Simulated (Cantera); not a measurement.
Input: 1 mol TiO₂, 770 mol H₂, at 0.0430 bar.

Cantera equilibrium calculation (NASA polynomials, part measured and part estimated; ideal gas, pure solids and liquids). Candidate condensed phases: H₂O, Ti, TiO, TiO₂, Ti₂O₃, Ti₃O₅, Ti₄O₇; 12 gas species. The numbers say what is thermodynamically allowed, not how fast it happens.

Task: Which condensed phases are stable at each of these points (T (K)): 1325, 1425, 1525, 1625, 1725, 1825, 1925?

Result: 
| T (K) | condensed phases | Ti condensed (%) |
|---|---|---|
| 1325 | Ti₃O₅(s) | 100.0 |
| 1425 | Ti₃O₅(s) | 100.0 |
| 1525 | Ti₃O₅(s) | 100.0 |
| 1625 | Ti₂O₃(s) | 100.0 |
| 1725 | Ti₂O₃(s) | 100.0 |
| 1825 | Ti₂O₃(s) | 100.0 |
| 1925 | Ti₂O₃(s) | 99.8 |

From 1325 K to 1525 K the condensed part is Ti₃O₅(s). From 1625 K to 1925 K the condensed part is Ti₂O₃(s).
